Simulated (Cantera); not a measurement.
Input (Python, Cantera) and output of one run.

```python
import numpy as np
import cantera as ct

gas_names = """
    H2O H2O2 TaO2
""".split()
cond_names = """
    Ta2O5(s) Ta2O5(L)
""".split()


def load(file, names, dense=False):
    # The tables refer to 1 bar. Condensed volumes are neglected.
    table = {s.name: s for s in ct.Species.list_from_file(file)}
    out = []
    for n in names:
        d = dict(table[n].input_data)
        d["thermo"] = dict(d["thermo"], **{"reference-pressure": 1e5})
        if dense:
            d["equation-of-state"] = {"model": "constant-volume", "density": "1e6 g/cm^3"}
        out.append(ct.Species.from_dict(d))
    return out


species = {s.name: s for s in load("nasa_gas.yaml", gas_names) + load("nasa_condensed.yaml", cond_names)}
# Each term lists the table entries of one substance; the one whose range holds T is used.
reactions = {
    'Ta2O5 + H2O(g) = H2O2(g) + 2 TaO2(g)':
        [(-1, ['Ta2O5(s)', 'Ta2O5(L)']), (-1, ['H2O']), (1, ['H2O2']), (2, ['TaO2'])],
}


def pick(names, T):
    return next(species[n] for n in names if species[n].thermo.min_temp <= T <= species[n].thermo.max_temp)


results = []
for label, terms in reactions.items():
    print(label)
    print("     T/K   dH/kJ  dS/(J/K)   dG/kJ   log10 K")
    for T in [300, 1098, 1123, 1148, 1173, 1198, 1223, 1248, 1273, 1298, 1323]:
        used = [(nu, pick(names, T)) for nu, names in terms]
        dH = sum(nu * s.thermo.h(T) for nu, s in used) / 1e6
        dS = sum(nu * s.thermo.s(T) for nu, s in used) / 1e3
        dG = dH - T * dS / 1e3
        logK = -dG * 1e6 / (ct.gas_constant * T * np.log(10))
        results.append((label, T, dH, dS, dG, logK, [s.name for _, s in used]))
        print(f"{T:8g} {dH:8.1f} {dS:8.1f} {dG:8.1f} {logK:8.2f}")
```

Output:

```
Ta2O5 + H2O(g) = H2O2(g) + 2 TaO2(g)
     T/K   dH/kJ  dS/(J/K)   dG/kJ   log10 K
     300   1749.8    462.8   1610.9  -280.48
    1098   1714.1    406.6   1267.6   -60.30
    1123   1712.8    405.5   1257.5   -58.49
    1148   1711.5    404.3   1247.4   -56.75
    1173   1710.2    403.2   1237.3   -55.10
    1198   1708.9    402.1   1227.2   -53.51
    1223   1707.6    401.0   1217.2   -51.98
    1248   1706.2    399.9   1207.1   -50.52
    1273   1704.9    398.9   1197.2   -49.12
    1298   1703.6    397.8   1187.2   -47.77
    1323   1702.2    396.8   1177.3   -46.48
```

Source: NASA polynomial tables (part measured, part estimated), evaluated in Cantera. Condensed species are held in their standard states even where they would react or evaporate.
